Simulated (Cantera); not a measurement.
B + H2 (boron, boron nitride and boron oxide)

Charge: 1 mol B, 30 mol H2, held at 83.0 Pa.

Method: chemical equilibrium by Gibbs-energy minimisation in Cantera with the NASA 1993 tables (ideal gas, pure condensed phases). Candidate condensed phases: B; 7 gas species. The tables' values for BH2 are old estimates; treat these amounts as uncertain. Equilibrium is a limit: real reactors are often held back by kinetics, nucleation or transport.

| T (°C) | x H2 | x H | x B | x BH2 | x BH | n B(s) |
|---|---|---|---|---|---|---|
| 777 | 1.00 | 2.82e-7 | <1e-12 | 1.23e-8 | <1e-12 | 1.000 |
| 877 | 1.000 | 2.59e-6 | <1e-12 | 8.59e-8 | <1e-12 | 1.000 |
| 977 | 1.000 | 1.68e-5 | <1e-12 | 4.39e-7 | 1.61e-12 | 1.000 |
| 1077 | 1.000 | 8.27e-5 | 1.62e-11 | 1.76e-6 | 3.63e-11 | 1.000 |
| 1177 | 1.000 | 0.000328 | 4.99e-10 | 5.79e-6 | 5.31e-10 | 1.000 |
| 1277 | 0.999 | 0.00109 | 9.85e-9 | 1.63e-5 | 5.47e-9 | 1.000 |
| 1377 | 0.997 | 0.00315 | 1.35e-7 | 4.03e-5 | 4.22e-8 | 0.999 |
| 1477 | 0.992 | 0.00804 | 1.37e-6 | 8.94e-5 | 2.57e-7 | 0.997 |
| 1577 | 0.981 | 0.0185 | 1.08e-5 | 0.000181 | 1.28e-6 | 0.994 |
| 1677 | 0.961 | 0.0390 | 6.84e-5 | 0.000335 | 5.34e-6 | 0.987 |
| 1777 | 0.923 | 0.0757 | 0.000362 | 0.000572 | 1.92e-5 | 0.970 |
| 1877 | 0.862 | 0.136 | 0.00163 | 0.000897 | 5.99e-5 | 0.916 |
| 1977 | 0.766 | 0.226 | 0.00644 | 0.00128 | 0.000164 | 0.731 |
x: gas mole fraction; n: condensed amount in mol.

From 777 °C to 1977 °C the condensed part is B(s).
